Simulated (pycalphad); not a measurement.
Effect of C content in Hf-C

All values are pycalphad results on the COST 507 light-alloy database (1999) (1 atm), not direct measurements. These are 1990s assessments: newer ones move some temperatures and phases. Phase fractions are per mole of atoms. Diffusion is slow at the low end, where real alloys seldom reach equilibrium.

Question: One of these alloys has its liquidus at 2484 K, its solidus at 2480 K, and holds hcp 1.00 at 600 K. Which?
A) Hf-0.07823C (wt.%)
B) Hf-0.03856C (wt.%)
C) Hf-0.1582C (wt.%)
D) Hf-0.1183C (wt.%)

Answer: A, Hf-0.07823C (wt.%). The others: Hf-0.03856C (wt.%), liquidus 2496, solidus 2480; Hf-0.1183C (wt.%), liquidus 2491, solidus 2480; Hf-0.1582C (wt.%), liquidus 2509, solidus 2480
